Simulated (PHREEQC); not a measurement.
Copper plating or etch bath: an equilibrium model

Solution (25 °C): 0.008 mol/kgw CuCl2, 0.00088 mol/kgw HBF4 and 0.0019 mol/kgw FeCl3. Closed to the air; pH follows from the charge balance.

All values are PHREEQC results (ion-association model, wateq4f.dat), not measurements.

Precipitation was switched off in this run.

### Question
Predict the pH, ionic strength.

### Answer
pH 2.54; ionic strength 0.0300 mol/kgw.

### Question
In which forms is F present?

### Answer
FeF2+ 62 %, FeF+2 19 %, FeF3 8.2 %, HF 7.9 %, F- 2.2 % of the F.

Examples of supersaturated solids here: Hematite (slow to form), Goethite (slow to form). Others may be too. Real BF4- forms and hydrolyses slowly; the run takes it at equilibrium. Fluoro complexes past AlF4- and FeF3 are missing from the database.
